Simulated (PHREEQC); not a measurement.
PHREEQC input (ion-association model, wateq4f.dat):

```
SOLUTION_MASTER_SPECIES
  An  An-  0  An  62.0  # stands for a non-complexing anion
SOLUTION_SPECIES
  An- = An-
    -log_k 0
    -gamma 3.0 0
PHASES
  Fix_H+
    H+ = H+
    -log_k 0
SOLUTION 1
  temp 25
  units mmol/kgw
  pH 7 charge
  Cl 0.00336
  Sr 0.0015
  Pb 0.00018
  Na 300
  An 300
END
SELECTED_OUTPUT 1
  -reset false
  -pH true
  -pe true
  -ionic_strength true
  -water true
  -totals Cl Na Pb Sr
  -molalities Hfo_wOH Hfo_wOH2+ Hfo_wO- Hfo_sOH Hfo_sOH2+ Hfo_sO- Hfo_sOHSr+2 Hfo_wOSr+ Hfo_wOSrOH Hfo_sOPb+
    Hfo_wOPb+
  -saturation_indices Litharge Cotunnite Laurionite Halite
USER_PUNCH 1
  -headings sigma psi
  10 PUNCH EDL("sigma", "Hfo"), EDL("psi", "Hfo")
PRINT
  -reset false
USE solution 1
SURFACE 1
  Hfo_wOH 0.000148315 600 0.066
  Hfo_sOH 3.70787e-06
EQUILIBRIUM_PHASES 1
  Fix_H+ -3 HAn 10
    -force_equality true
  O2(g) -0.68 10
END
# ... the last block is repeated for the other 16 points of pH, with NaOH or the acid as the point needs
```

Selected output (columns that matter, 10 of 17 rows; pH added in front):

```
pH	mu	Na	Pb	Sr	m_Hfo_wOH	m_Hfo_wOH2+	m_Hfo_wO-	m_Hfo_sOH	m_Hfo_sOH2+	si_Litharge	si_Cotunnite	si_Halite	sigma	psi
3	0.30136	0.3	1.7956e-07	1.5e-06	1.0014e-06	0.00014731	1.5594e-10	2.5031e-08	3.6824e-06	-14.009	-13.796	-7.8857	0.36793	0.12555
4	0.3002	0.3	1.4635e-07	1.5e-06	8.5881e-06	0.00013971	1.2093e-08	2.1276e-07	3.4612e-06	-12.098	-13.884	-7.8854	0.34893	0.12296
5	0.30007	0.3	9.9401e-09	1.5e-06	3.995e-05	0.00010803	3.3845e-07	9.5302e-07	2.577e-06	-11.266	-15.053	-7.8854	0.26908	0.10991
5.5	0.30005	0.3	1.329e-09	1.5e-06	6.2048e-05	8.5232e-05	1.0348e-06	1.4766e-06	2.0283e-06	-11.14	-15.927	-7.8854	0.21048	0.097733
6.5	0.30003	0.3	2.4911e-11	1.4994e-06	9.6899e-05	4.6821e-05	4.5941e-06	2.3047e-06	1.1136e-06	-10.877	-17.663	-7.8854	0.10578	0.065419
7.5	0.30001	0.3	5.697e-13	1.4846e-06	0.00011187	2.4953e-05	1.149e-05	2.6498e-06	5.9103e-07	-10.602	-19.388	-7.8854	0.034096	0.026123
8.5	0.30001	0.30001	3.4283e-14	1.1867e-06	0.00011293	1.3134e-05	2.2245e-05	2.4527e-06	2.8525e-07	-10.285	-21.072	-7.8854	-0.020732	-0.016302
9	0.30003	0.30004	1.7438e-14	7.1941e-07	0.0001088	8.8511e-06	3.0638e-05	2.0343e-06	1.6549e-07	-10.049	-21.836	-7.8853	-0.0499	-0.036698
10	0.30018	0.3002	1.8329e-14	1.0178e-07	8.7505e-05	3.043e-06	5.7645e-05	1.3297e-06	4.624e-08	-9.4955	-23.282	-7.8851	-0.12812	-0.07402
11	0.30152	0.30157	2.3335e-13	1.5784e-08	4.7966e-05	5.2979e-07	9.9487e-05	7.6997e-07	8.5044e-09	-8.7601	-24.547	-7.8835	-0.23815	-0.10371
```

Species that the database lacks are ignored. The oxide is taken as insoluble; below pH 4 it would dissolve.
